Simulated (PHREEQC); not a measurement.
0.5 g of hydrous ferric oxide (600 m²/g; 0.2 weak and 0.005 strong sites per Fe, Dzombak-Morel constants, diffuse double layer) in 1 kg of water with 0.05 mol/kgw of an inert sodium salt and 5.4e-05 mol ZnSO4, 2.9e-06 mol CaCl2 and 1.1e-05 mol H3BO3, at 25 °C; the pH is set by adding NaOH or the inert anion's acid. O2 is buffered at 0.21 atm. CO2 from the air is kept out. Precipitation was switched off in this run.

Base run: PHREEQC, ion-association model, wateq4f.dat. Each further column changes one thing. The table gives S sorbed (%).

```csv
pH,base,no electrostatic term (-no_edl),background salt from 0.05 to 0.005 mol/kgw,oxide from 0.5 to 2.5 g/kgw
4,99.6,0.1,100.0,99.9
4.5,99.3,0.1,100.0,99.9
5.5,93.4,0.1,99.0,99.0
6,78.6,0.1,94.4,96.1
6.5,47.9,0.2,74.5,83.4
7.5,3.4,0.2,7.4,12.3
8,0.5,0.2,0.9,1.9
8.5,0.1,0.2,0.1,0.3
9.5,0.0,0.1,0.0,0.0
10,0.0,0.0,0.0,0.0
```
